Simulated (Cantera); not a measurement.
A Cantera script and what it prints.

```python
import numpy as np
import cantera as ct

gas_names = """
    C CH CH2 CH3 CH2OH CH3O CH4 CH3OH CO CO2 COOH C2 C2H CHCO,ketyl C2H2,acetylene C2H2,vinylidene
    CH2CO,ketene C2H3,vinyl CH3CO,acetyl C2H4 C2H4O,ethylen CH3CHO,ethanal CH3COOH (HCOOH)2 C2H5 C2H6
    CH3OCH3 C2H5OH C2O C3 C3H3,propargyl C3H4,allene C3H4,propyne C3H4,cyclo- C3H5,allyl C3H6,propylene
    C3H6,cyclo- C3H6O C3H7,n-propyl C3H7,i-propyl C3H8 C3H8O,1propanol C3H8O,2propanol C3O2 C4 C4H2
    C4H4,1,3-cyclo- C4H6,butadiene C4H6,2-butyne C4H6,cyclo- C4H8,1-butene C4H8,cis2-buten
    C4H8,tr2-butene C4H8,isobutene C4H8,cyclo- (CH3COOH)2 C4H9,n-butyl C4H9,i-butyl C4H9,s-butyl
    C4H9,t-butyl C4H10,isobutane C4H10,n-butane C5 C5H6,1,3cyclo- C5H8,cyclo- C5H10,1-pentene
    C5H10,cyclo- C5H11,pentyl C5H11,t-pentyl C5H12,n-pentane C5H12,i-pentane CH3C(CH3)2CH3 C6H2
    C6H5,phenyl C6H5O,phenoxy C6H6 C6H5OH,phenol C6H10,cyclo- C6H12,1-hexene C6H12,cyclo- C6H13,n-hexyl
    C7H7,benzyl C7H8 C7H8O,cresol C7H14,1-heptene C7H15,n-heptyl C7H16,n-heptane C8H8,styrene
    C8H10,ethylbenz C8H16,1-octene C8H17,n-octyl C8H18,isooctane C8H18,n-octane C9H19,n-nonyl
    C10H8,naphthale C10H21,n-decyl C12H9,o-bipheny C12H10,bipheny H HCO HO2 H2 HCHO,formaldehy HCOOH H2O
    H2O2 O OH O2 O3 Si SiC SiC2 SiC4H12 SiH SiH2 SiH3 SiH4 SiO SiO2 Si2 Si2C Si3
""".split()
cond_names = """
    C(gr) C6H6(L) C7H8(L) C8H18(L),n-octa H2O(s) H2O(L) Si(cr) Si(L) SiC(b) SiO2(Lqz) SiO2(hqz) SiO2(L)
""".split()


def load(file, names, dense=False):
    # The tables refer to 1 bar. Condensed volumes are neglected.
    table = {s.name: s for s in ct.Species.list_from_file(file)}
    out = []
    for n in names:
        d = dict(table[n].input_data)
        d["thermo"] = dict(d["thermo"], **{"reference-pressure": 1e5})
        if dense:
            d["equation-of-state"] = {"model": "constant-volume", "density": "1e6 g/cm^3"}
        out.append(ct.Species.from_dict(d))
    return out


gas = ct.Solution(thermo="ideal-gas", species=load("nasa_gas.yaml", gas_names))
cond = {s.name: ct.Solution(thermo="fixed-stoichiometry", species=[s], name=s.name)
        for s in load("nasa_condensed.yaml", cond_names, dense=True)}
atoms = {
    'TEOS': {'Si': 1, 'C': 8, 'H': 20, 'O': 4},
    'CO2': {'C': 1, 'O': 2},
}
top_T = {'C(gr)': 4500, 'SiC(b)': 3050}  # K; cautious upper limits of use, not melting points


def equilibrate(T, P, feed):
    n = {}
    for name, mol in feed.items():
        for a, k in atoms[name].items():
            n[a] = n.get(a, 0.0) + k * mol
    gas.TPX = T, P, n
    mass = sum(n.values()) * gas.mean_molecular_weight
    gas.equilibrate("TP")
    valid = [c for c in cond.values() if c.min_temp <= T <= top_T.get(c.name, c.max_temp)]
    mix = ct.Mixture([(gas, mass / gas.mean_molecular_weight)] + [(c, 0.0) for c in valid])
    mix.T, mix.P = T, P
    mix.equilibrate("TP", solver="vcs", rtol=1e-11, max_steps=5000)
    return mix


results = []
T = 973  # K
P = 1000  # Pa
for m in [0.13, 0.22, 0.37, 0.63, 1.1, 1.8, 3.1, 5.3, 9]:
    feed = {'TEOS': 1, 'CO2': m}  # mol
    mix = equilibrate(T, P, feed)
    results.append((T, P, feed, dict(zip(mix.species_names, mix.species_moles))))
    x = sorted(zip(gas.X, gas.species_names), reverse=True)
    print(f"T = {T:g} K  P = {P:g} Pa  n(CO2) = {m:g} mol  gas = {mix.phase_moles(0):.4g} mol")
    print("   x: " + "  ".join(f"{s} {v:.3e}" for v, s in x if v > 1e-06))
    print("   condensed (mol): " + ("  ".join(f"{mix.phase(i).name} {mix.phase_moles(i):.4g}"
          for i in range(1, mix.n_phases) if mix.phase_moles(i) > 1e-12) or "none"))
```

It prints:

```
T = 973 K  P = 1000 Pa  n(CO2) = 0.13 mol  gas = 12.23 mol
   x: H2 8.148e-01  CO 1.831e-01  H2O 9.280e-04  CH4 8.531e-04  CO2 3.364e-04
   condensed (mol): C(gr) 5.875  SiO2(hqz) 1
T = 973 K  P = 1000 Pa  n(CO2) = 0.22 mol  gas = 12.41 mol
   x: H2 8.030e-01  CO 1.948e-01  H2O 9.731e-04  CH4 8.286e-04  CO2 3.808e-04
   condensed (mol): C(gr) 5.787  SiO2(hqz) 1
T = 973 K  P = 1000 Pa  n(CO2) = 0.37 mol  gas = 12.71 mol
   x: H2 7.841e-01  CO 2.136e-01  H2O 1.042e-03  CH4 7.901e-04  CO2 4.577e-04
   condensed (mol): C(gr) 5.639  SiO2(hqz) 1
T = 973 K  P = 1000 Pa  n(CO2) = 0.63 mol  gas = 13.23 mol
   x: H2 7.534e-01  CO 2.441e-01  H2O 1.144e-03  CH4 7.294e-04  CO2 5.978e-04
   condensed (mol): C(gr) 5.383  SiO2(hqz) 1
T = 973 K  P = 1000 Pa  n(CO2) = 1.1 mol  gas = 14.16 mol
   x: H2 7.036e-01  CO 2.936e-01  H2O 1.285e-03  CO2 8.645e-04  CH4 6.362e-04
   condensed (mol): C(gr) 4.921  SiO2(hqz) 1
T = 973 K  P = 1000 Pa  n(CO2) = 1.8 mol  gas = 15.55 mol
   x: H2 6.406e-01  CO 3.562e-01  H2O 1.419e-03  CO2 1.272e-03  CH4 5.274e-04
   condensed (mol): C(gr) 4.234  SiO2(hqz) 1
T = 973 K  P = 1000 Pa  n(CO2) = 3.1 mol  gas = 18.13 mol
   x: H2 5.493e-01  CO 4.468e-01  CO2 2.002e-03  H2O 1.526e-03  CH4 3.878e-04
   condensed (mol): C(gr) 2.957  SiO2(hqz) 1
T = 973 K  P = 1000 Pa  n(CO2) = 5.3 mol  gas = 22.49 mol
   x: CO 5.526e-01  H2 4.426e-01  CO2 3.063e-03  H2O 1.521e-03  CH4 2.517e-04
   condensed (mol): C(gr) 0.7974  SiO2(hqz) 1
T = 973 K  P = 1000 Pa  n(CO2) = 9 mol  gas = 27 mol
   x: CO 5.493e-01  H2 3.396e-01  CO2 8.033e-02  H2O 3.079e-02  CH4 5.583e-06
   condensed (mol): SiO2(hqz) 1
```

These are equilibrium values from Cantera (NASA tables, ideal gas, pure condensed phases), not measurements of a reactor. The feed counts by its element totals alone.
